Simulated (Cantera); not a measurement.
**Ti + C3H8 (titanium nitride, carbide and oxide coatings)**

Charge: 1 mol Ti, a varied amount of C3H8, held at 2075 K and 0.00240 bar.

Method: chemical equilibrium by Gibbs-energy minimisation in Cantera with the NASA 1993 tables (ideal gas, pure condensed phases). Candidate condensed phases: C, C6H6, C7H8, C8H18, Ti, TiC; 77 gas species. Mutual solubility and eutectic melting of coexisting phases are not modelled. TiC: taken at fixed stoichiometry. Condensed phases not in the tables: N, O or C dissolved in the metal. Rates play no part.

```csv
n(C3H8) (mol),x H2,x H,x Ti,x C2H2 (acetylene),x C2H,x CH3,x CH4,n Ti(l),n TiC(s),n C(graphite)
0.12,0.937,0.0526,0.0107,1.68e-11,<1e-12,9.76e-11,8.87e-11,0.635,0.360,0
0.15,0.937,0.0526,0.0107,1.68e-11,<1e-12,9.76e-11,8.87e-11,0.543,0.450,0
0.19,0.937,0.0526,0.0107,1.68e-11,<1e-12,9.76e-11,8.87e-11,0.422,0.570,0
0.24,0.937,0.0526,0.0107,1.68e-11,<1e-12,9.76e-11,8.87e-11,0.269,0.720,0
0.3,0.937,0.0526,0.0107,1.68e-11,<1e-12,9.76e-11,8.87e-11,0.0867,0.900,0
0.38,0.946,0.0529,1.29e-6,0.00117,1.57e-6,8.24e-7,7.53e-7,0,1.000,0.136
0.47,0.946,0.0529,1.29e-6,0.00117,1.57e-6,8.24e-7,7.53e-7,0,1.000,0.405
0.59,0.946,0.0529,1.29e-6,0.00117,1.57e-6,8.24e-7,7.53e-7,0,1.000,0.764
0.74,0.946,0.0529,1.29e-6,0.00117,1.57e-6,8.24e-7,7.53e-7,0,1.000,1.21
0.92,0.946,0.0529,1.29e-6,0.00117,1.57e-6,8.24e-7,7.53e-7,0,1.000,1.75
1.2,0.946,0.0529,1.29e-6,0.00117,1.57e-6,8.24e-7,7.53e-7,0,1.000,2.59
1.4,0.946,0.0529,1.29e-6,0.00117,1.57e-6,8.24e-7,7.53e-7,0,1.000,3.19
1.8,0.946,0.0529,1.29e-6,0.00117,1.57e-6,8.24e-7,7.53e-7,0,1.000,4.38
```
x: gas mole fraction; n: condensed amount in mol.

From 0.12 mol C3H8 to 0.3 mol C3H8 the condensed part is Ti(l) + TiC(s). From 0.38 mol C3H8 to 1.8 mol C3H8 the condensed part is C(graphite) + TiC(s). The main Ti-bearing gas is Ti throughout.
